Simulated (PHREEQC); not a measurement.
A column of 0.5 m (30 cells, dispersivity 0.025 m, 3600 s a shift, diffusion coefficient 3e-10 m²/s) holds 0.039 eq of the database's cation exchanger X per kg of pore water, first in equilibrium with 0.069 mol/kgw MgSO4, 0.029 mol/kgw KBr and 1e-05 mol/kgw HCl. It is flushed with 0.017 mol/kgw KCl, 0.0032 mol/kgw NH4Cl, 0.015 mol/kgw Na2SO4 and 1e-05 mol/kgw HCl, at 25 °C. Values are for the last cell. CO2 from the air is kept out. Precipitation was switched off in this run.

Base run: PHREEQC, ion-association model, phreeqc.dat. Each further column changes one thing. The table gives Na in solution (mol/kgw).

```tsv
pore volumes	base	exchange capacity from 0.039 to 0.019 eq/kgw	dispersivity from 0.025 to 0.05 m
0	0	0	0
0.6833	0.00254	0.00331	0.00528
1.35	0.0198	0.0227	0.0201
2.017	0.0267	0.0282	0.0258
2.683	0.0288	0.0295	0.0281
3.35	0.0294	0.0298	0.0291
4.017	0.0297	0.0299	0.0295
```
